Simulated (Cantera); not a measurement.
**Thermodynamics of carbon deposition, reforming and gasification, feed C6H6 + H2**

Feed: 1 mol C6H6, 8.5 mol H2, at 1280 Torr.

Equilibrium computed with Cantera from the NASA thermochemical tables; the gas is ideal and each condensed phase is pure. Candidate condensed phases: C, C6H6, C7H8, C8H18; 86 gas species. Ions and electrons are included (thermal ionisation). The numbers say what is thermodynamically allowed, not how fast it happens.

```
T (°C)  log p H2  log p H  log p C  log p C2H2 (acetylene)  log p C3  log p C2H  log p C2  log p C4H2  n C(graphite)
------  --------  -------  -------  ----------------------  --------  ---------  --------  ----------  -------------
2727        0.15    -0.73    -4.30                   -1.05     -3.51      -2.70     -4.50       -2.64           4.62
3227       -0.06    -0.26    -2.53                   -0.73     -1.53      -1.43     -2.49       -1.78          0.654
3727       -0.37     0.02    -1.55                   -1.34     -1.12      -1.26     -1.68       -2.68              0
4227       -0.84     0.12    -0.96                   -2.35     -1.27      -1.56     -1.38       -4.25              0
4727       -1.35     0.13    -0.62                   -3.58     -1.83      -2.16     -1.42       -6.21              0
```
log p: log10 of the partial pressure in bar; n: condensed amount in mol.

From 2727 °C to 3227 °C the condensed part is C(graphite). From 3727 °C to 4727 °C nothing is condensed. The main C-bearing gas is C2H2 (acetylene) at 2727 °C and C at 4727 °C.
